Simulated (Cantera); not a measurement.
Input: 1 mol B2O3, 1.6 mol F2, 1.5 mol O2, held at 75.0 Torr.

Method: chemical equilibrium by Gibbs-energy minimisation in Cantera with the NASA 1993 tables (ideal gas, pure condensed phases). Candidate condensed phases: B, B2O3; 21 gas species. Rates play no part. All values below are at 1748 K.

Base state: O2 0.535, BOF 0.324, BF3 0.139, BOF2 0.000746, BO2 0.000203, B3O3F3 0.000198, O 0.000170, B2O3 0.000147 (mole fractions); condensed: gas only.

Problem. What changes in the equilibrium state with this change: 0.072 mol Cl2 added?

Solution. 
| species | before | after |
|---|---|---|
| O2 | 0.535 | 0.518 |
| BOF | 0.324 | 0.314 |
| BF3 | 0.139 | 0.135 |
| Cl | 0 | 0.0294 |
| Cl2 | 0 | 0.00143 |
| ClO | 0 | 0.000125 |
The tables' values for BOCl are old estimates; treat these amounts as uncertain.
